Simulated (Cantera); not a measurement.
**Hydrocarbon pyrolysis for carbon deposition**

An isothermal, constant-pressure homogeneous reactor starts with C2H6 : N2 = 1 : 7.5 (molar parts), at 1573 K and 0.188 Torr.

Model: GRI-Mech 3.0 (53 species, 325 reactions), integrated in Cantera. GRI-Mech 3.0 stops at C3 and has no aromatics, soot or wall deposition, so with more carbon than oxygen in the feed, carbon stays in small species such as C2H2 where larger ones or solid carbon would form. Radical loss at walls, strong at low pressure, is not modelled.

| t (s) | x C2H6 | x HCN | x CH3 | x H | x CH2 |
|---|---|---|---|---|---|
| 0.000100 | 0.118 | <1e-12 | 0.000159 | 3.51e-8 | 4.26e-11 |
| 0.000301 | 0.117 | <1e-12 | 0.000478 | 1.39e-7 | 1.31e-9 |
| 0.000903 | 0.117 | <1e-12 | 0.00142 | 1.29e-6 | 3.67e-8 |
| 0.00271 | 0.115 | 4.78e-12 | 0.00414 | 1.69e-5 | 8.50e-7 |
| 0.00816 | 0.109 | 6.01e-9 | 0.0111 | 0.000168 | 9.70e-6 |
| 0.0245 | 0.0773 | 2.53e-7 | 0.0263 | 0.000618 | 3.54e-5 |
| 0.0737 | 0.0111 | 1.57e-6 | 0.0269 | 0.00163 | 5.52e-5 |
| 0.221 | 7.45e-5 | 3.15e-6 | 0.00534 | 0.000865 | 1.29e-5 |
| 0.665 | 9.07e-6 | 3.41e-6 | 0.00179 | 0.000364 | 2.77e-6 |
| 2.00 | 3.33e-6 | 3.49e-6 | 0.000928 | 0.000216 | 9.62e-7 |
x: mole fraction; the columns are a selection and need not sum to one.

Equilibrium at this temperature and pressure: C2H6 <1e-12, HCN 0.0941, CH3 2.19e-7, H 0.00113, CH2 1.18e-9 (gas phase only).
